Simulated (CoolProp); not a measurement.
Vapour-liquid equilibrium of R143a (1) + isobutane (2) at 0.243 MPa; x and y are mole fractions of (1).

The numbers come from the multi-fluid Helmholtz-energy mixture model, Lemmon and Jacobsen 2000 and Bücker 2006; pair parameters Bell 2016 in CoolProp.

| x | bubble temperature (K) | y at the bubble point | dew temperature at overall composition x (K) | liquid density (mol/L) |
|---|---|---|---|---|
| 0.05 | 273.8 | 0.351 | 284.6 | 10.04 |
| 0.15 | 260.8 | 0.622 | 281.3 | 10.45 |
| 0.25 | 255.1 | 0.716 | 277.7 | 10.74 |
| 0.35 | 252.3 | 0.760 | 273.8 | 10.99 |
| 0.45 | 250.6 | 0.788 | 269.5 | 11.24 |
| 0.55 | 249.5 | 0.809 | 264.7 | 11.51 |
| 0.65 | 248.6 | 0.832 | 259.2 | 11.81 |
| 0.75 | 247.7 | 0.859 | 252.9 | 12.15 |
| 0.85 | 246.9 | 0.898 | 248.0 | 12.54 |
| 0.95 | 246.4 | 0.957 | 246.4 | 12.96 |

No azeotrope shows between x = 0.05 and 0.95.

The pair parameters rest on a limited set of measurements; away from them the model extrapolates. With so large a gap from Raoult's law the liquid may split in two, which this calculation doesn't test in full.
